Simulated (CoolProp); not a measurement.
Values from CoolProp's reference Helmholtz-energy equation of state, Colonna 2008. It is a short technical equation, of lower accuracy than the large ones.

**Question.** For dodecamethylcyclohexasiloxane (D6), give the phase and the expansivity (1/kK), fugacity coefficient at 479.4 K and 0.416 bar.

**Answer.** 
- 479.4 K and 0.416 bar: liquid; expansivity 1.73, fugacity coefficient 0.903
